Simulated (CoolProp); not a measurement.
A simple Rankine cycle with propyne: condensing at 330.15 K, boiler at 4.4 MPa, turbine inlet 393.2 K, turbine efficiency 0.7, pump efficiency 0.7, no recuperator. Each further row changes one setting.

The numbers come from the reference Helmholtz-energy equation of state, Polt 1992 in CoolProp. This equation is an older, rougher fit; its heat capacities, sound speeds and derivatives of the liquid may be far off and weren't checked against measurements.

```tsv
case	thermal efficiency (%)	net work (kJ/kg)	heat in (kJ/kg)	turbine exit temperature (K)	volume ratio over the turbine
as stated	7.7	33.4	432	330.2	3.70
turbine inlet 413.2 K	8.3	42.0	503	352.8	3.45
condensing temperature 322.15 K	8.8	39.9	453	322.2	4.52
boiler pressure 3.08 MPa	6.3	31.1	493	353.3	2.34
turbine efficiency 0.6	6.4	27.5	432	330.2	3.76
```

The expansion ends wet for: as stated; condensing temperature 322.15 K; turbine efficiency 0.6.
